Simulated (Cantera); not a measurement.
An adiabatic, constant-pressure homogeneous reactor starts with H2 : O2 : N2 = 1 : 0.333 : 1.25 (molar parts), at 1148 K and 150000 Pa.

Cantera simulation using the H2/O2 subset of GRI-Mech 3.0, which has no nitrogen chemistry; the numbers are that mechanism's predictions, not measurements.

Q: Predict: time of steepest temperature rise; temperature at 0.700 s; equilibrium temperature; x(H2) at 0.700 s; x(O2) at 0.700 s; x(O) at 0.700 s; x(HO2) at 0.700 s; x(H) at 0.700 s; x(H2O2) at 0.700 s; x(H2O) at 0.700 s.

A: 
| Item | Result |
|---|---|
| time of steepest temperature rise | 47.8 µs |
| temperature at 0.700 s | 2757 K |
| equilibrium temperature | 2757 K |
| x(H2) at 0.700 s | 0.143 (gas-phase equilibrium 0.143) |
| x(O2) at 0.700 s | 0.000852 (gas-phase equilibrium 0.000852) |
| x(O) at 0.700 s | 0.00110 (gas-phase equilibrium 0.00110) |
| x(HO2) at 0.700 s | 7.75e-7 (gas-phase equilibrium 7.75e-7) |
| x(H) at 0.700 s | 0.0219 (gas-phase equilibrium 0.0219) |
| x(H2O2) at 0.700 s | 1.15e-7 (gas-phase equilibrium 1.15e-7) |
| x(H2O) at 0.700 s | 0.276 (gas-phase equilibrium 0.276) |
